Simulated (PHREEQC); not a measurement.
A solution holds 0.015 mol/kgw MnCl2, at 80 °C. Closed to the air; pH follows from the charge balance.

Computed with PHREEQC (ion-association model, phreeqc.dat).

Each row changes one thing in this solution. This is a speciation only: nothing precipitates in the calculation.

```
case                                  pH  ionic strength (mol/kgw)  Mn+2 (mol/kgw)  MnCl+ (mol/kgw)  MnCl2 (mol/kgw)  MnOH+ (mol/kgw)
----------------------------------  ----  ------------------------  --------------  ---------------  ---------------  ---------------
as made                             5.55                    0.0434          0.0142         0.000772          6.41e-6          3.23e-6
temperature from 80 to 25 °C        6.35                    0.0433          0.0142         0.000831              ___          4.90e-7
0.021 mol/kgw KHSO4 added           2.05                       ___          0.0104              ___              ___         6.85e-10
diluted 100-fold with water         6.19                  0.000450        0.000150          1.64e-7         2.03e-11          2.44e-7
MnCl2 from 0.015 to 0.0135 mol/kgw  5.57                       ___          0.0128         0.000647          4.93e-6          3.09e-6
temperature from 80 to 30 °C        6.27                    0.0433          0.0142         0.000826          7.13e-6          5.98e-7
```

### Question
Some entries are withheld; supply them.

### Answer

- temperature from 80 to 25 °C, MnCl2 (mol/kgw): 7.19e-6
- 0.021 mol/kgw KHSO4 added, ionic strength (mol/kgw): 0.0687
- 0.021 mol/kgw KHSO4 added, MnCl+ (mol/kgw): 0.000499
- 0.021 mol/kgw KHSO4 added, MnCl2 (mol/kgw): 3.85e-6
- MnCl2 from 0.015 to 0.0135 mol/kgw, ionic strength (mol/kgw): 0.0392

Complexes and solids missing from the database can't appear. At this temperature some constants are extrapolated from 25 °C, and those without enthalpy data are left unchanged.
